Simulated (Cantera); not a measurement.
What does this Cantera script print?

```python
import numpy as np
import cantera as ct

gas_names = """
    C CN CO CO2 C2 CCN CNC C2N2 C2O C3 C3O2 C4 C4N2 C5 N NCO NO NO2 NO3 N2 N2O O O2 O3 Pb PbO Pb2
""".split()
cond_names = """
    C(gr) Pb(cr) Pb(L) PbO(rd) PbO(yw) PbO(L) PbO2(s) Pb3O4(s)
""".split()


# ... load() reads the species with a 1 bar reference pressure and builds the phases ...
atoms = {
    'Pb': {'Pb': 1},
    'CO': {'C': 1, 'O': 1},
    'N2': {'N': 2},
}
top_T = {'C(gr)': 4500, 'Pb3O4(s)': 820}  # K; cautious upper limits of use, not melting points


# ... equilibrate(T, P, feed) seeds the gas with the atoms and calls Mixture.equilibrate('TP', solver="vcs", rtol=1e-11, max_steps=5000) ...
results = []
feed = {'Pb': 1, 'CO': 0.17, 'N2': 0.29}  # mol
P = 960  # Pa
for T in [1075, 1100, 1125, 1150, 1175, 1200, 1225]:
    mix = equilibrate(T, P, feed)
    results.append((T, P, feed, dict(zip(mix.species_names, mix.species_moles))))

top = {s: max(r[3][s] / sum(r[3][g] for g in gas_names) for r in results) for s in gas_names}
cols = sorted((s for s in top if top[s] > 1e-05), key=lambda s: -top[s])[:7]
seen = [c for c in cond_names if any(r[3].get(c, 0) > 1e-12 for r in results)]
print("log10 of partial pressures in bar; condensed amounts in mol")
print(f"{'T/K':>10s}" + "".join(f"{s[:9]:>10s}" for s in cols + seen))
for T, P, feed, n in results:
    ng = sum(n[g] for g in gas_names)
    print(f"{T:10.4g}" + "".join(f"{np.log10(max(n[s] / ng * P / 1e5, 1e-99)):10.3f}" for s in cols)
          + "".join(f"{n.get(c, 0):10.4g}" for c in seen))
```

It prints:

```
log10 of partial pressures in bar; condensed amounts in mol
       T/K        N2        CO        Pb       CO2     C(gr)     Pb(L)
      1075    -2.221    -2.454    -4.120    -5.774 8.118e-05    0.9963
      1100    -2.224    -2.456    -3.917    -5.966  5.25e-05    0.9941
      1125    -2.227    -2.459    -3.723    -6.151 3.454e-05    0.9908
      1150    -2.231    -2.463    -3.538    -6.331 2.306e-05    0.9857
      1175    -2.238    -2.470    -3.361    -6.508 1.559e-05    0.9781
      1200    -2.248    -2.480    -3.192    -6.684 1.063e-05     0.967
      1225    -2.263    -2.495    -3.029    -6.862 7.289e-06    0.9504
```

Method: chemical equilibrium by Gibbs-energy minimisation in Cantera with the NASA 1993 tables (ideal gas, pure condensed phases).
